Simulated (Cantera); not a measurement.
Charge: 1 mol Fe(CO)₅, 6.8 mol H₂, 38 mol N₂, equilibrated at 0.00133 bar.

These are equilibrium values from Cantera (NASA tables, ideal gas, pure condensed phases), not measurements of a reactor. Candidate condensed phases: C, C₆H₆, C₇H₈, C₈H₁₈, Fe, Fe(CO)₅, FeO, Fe(OH)₂, Fe(OH)₃, Fe₂O₃, Fe₃O₄, H₂O; 140 gas species. Kinetics and transport are ignored.

Question: Which condensed phases are stable at each of these points (T (K)): 1175, 1200, 1225, 1250, 1275, 1300, 1325, 1350, 1375, 1400, 1425, 1450?

Answer: 
```json
[
 {"T (K)": "1175", "condensed phases": "Fe(α)", "Fe condensed (%)": "100.0"},
 {"T (K)": "1200", "condensed phases": "Fe(γ)", "Fe condensed (%)": "100.0"},
 {"T (K)": "1225", "condensed phases": "Fe(γ)", "Fe condensed (%)": "100.0"},
 {"T (K)": "1250", "condensed phases": "Fe(γ)", "Fe condensed (%)": "100.0"},
 {"T (K)": "1275", "condensed phases": "Fe(γ)", "Fe condensed (%)": "100.0"},
 {"T (K)": "1300", "condensed phases": "Fe(γ)", "Fe condensed (%)": "100.0"},
 {"T (K)": "1325", "condensed phases": "Fe(γ)", "Fe condensed (%)": "100.0"},
 {"T (K)": "1350", "condensed phases": "Fe(γ)", "Fe condensed (%)": "100.0"},
 {"T (K)": "1375", "condensed phases": "Fe(γ)", "Fe condensed (%)": "100.0"},
 {"T (K)": "1400", "condensed phases": "Fe(γ)", "Fe condensed (%)": "99.9"},
 {"T (K)": "1425", "condensed phases": "Fe(γ)", "Fe condensed (%)": "99.9"},
 {"T (K)": "1450", "condensed phases": "Fe(γ)", "Fe condensed (%)": "99.8"}
]
```

At 1175 K the condensed part is Fe(α). From 1200 K to 1450 K the condensed part is Fe(γ).
